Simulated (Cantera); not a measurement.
**Thermodynamics of silicon epitaxy and polysilicon growth, feed SiCl₄ + N₂**

Charge: 1 mol SiCl₄, 13 mol N₂, at 7.50 Torr.

These are equilibrium values from Cantera (NASA tables, ideal gas, pure condensed phases), not measurements of a reactor. Candidate condensed phases: Si, Si₃N₄; 13 gas species. The tables' values for SiCl₃ are old estimates; treat these amounts as uncertain. The numbers say what is thermodynamically allowed, not how fast it happens.

```csv
T (°C),x N₂,x SiCl₄,x Cl,x SiCl₃,x SiCl₂,x Cl₂
1125,0.927,0.0702,0.00118,0.00108,7.03e-5,1.78e-5
1150,0.927,0.0698,0.00161,0.00142,0.000115,2.25e-5
1175,0.927,0.0692,0.00216,0.00186,0.000183,2.83e-5
1200,0.926,0.0685,0.00289,0.00239,0.000285,3.54e-5
1225,0.925,0.0677,0.00383,0.00304,0.000437,4.41e-5
1250,0.924,0.0666,0.00502,0.00382,0.000655,5.45e-5
1275,0.922,0.0652,0.00654,0.00474,0.000965,6.70e-5
1300,0.921,0.0636,0.00844,0.00581,0.00140,8.18e-5
1325,0.918,0.0616,0.0108,0.00703,0.00199,9.90e-5
1350,0.916,0.0593,0.0137,0.00840,0.00278,0.000119
1375,0.912,0.0565,0.0172,0.00989,0.00381,0.000141
```
x: gas mole fraction; nothing condenses.

From 1125 °C to 1375 °C nothing is condensed. The main Si-bearing gas is SiCl₄ throughout.
